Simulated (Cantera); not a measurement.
Standard-state values (1 bar) from the NASA 1993 polynomials, evaluated with Cantera. Values are per mole of reaction as written; species without (g) are pure solids or liquids, kept so even where they would boil at 1 bar.

0.6667 Ti + Cl2(g) → 0.6667 TiCl3(g), with ΔH° = -359.6 kJ and ΔS° = -32.3 J/K at 300 K.

Problem. How far is the shortcut ΔG° ≈ ΔH°(300 K) − T·ΔS°(300 K) from the full temperature-dependent value at 1323, 1473, 1623, 1773, 1923, 2073 K?

Solution. 
```tsv
T (K)	shortcut (kJ)	full (kJ)	difference (kJ)	difference in log10 K	condensed phases
1323	-316.8	-315.7	-1.1	0.04	Ti(β)
1473	-311.9	-310.2	-1.7	0.06	Ti(β)
1623	-307.1	-304.8	-2.3	0.07	Ti(β)
1773	-302.2	-299.2	-3.0	0.09	Ti(β)
1923	-297.4	-293.6	-3.7	0.10	Ti(β)
2073	-292.5	-287.3	-5.2	0.13	Ti(l)
```
The shortcut ignores heat capacities and the phase changes listed.
